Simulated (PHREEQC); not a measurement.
Make-up at 25 °C: 0.0011 mol/kgw NaH2PO4 and 0.00099 mol/kgw NaOH. Closed to the air; pH follows from the charge balance.

All values are PHREEQC results (ion-association model, wateq4f.dat), not measurements.

### Question
The ionic strength comes out as 0.00307 mol/kgw. What activity coefficients do NaHPO4-, OH-, Na+, HPO4-2, H2PO4- get?

### Answer
NaHPO4- 0.94, OH- 0.94, Na+ 0.94, HPO4-2 0.79, H2PO4- 0.94.

This is a speciation only: nothing precipitates in the calculation. Species that the database lacks are ignored. H3PO4, which wateq4f.dat lacks, is added to it with the constant of phreeqc.dat.
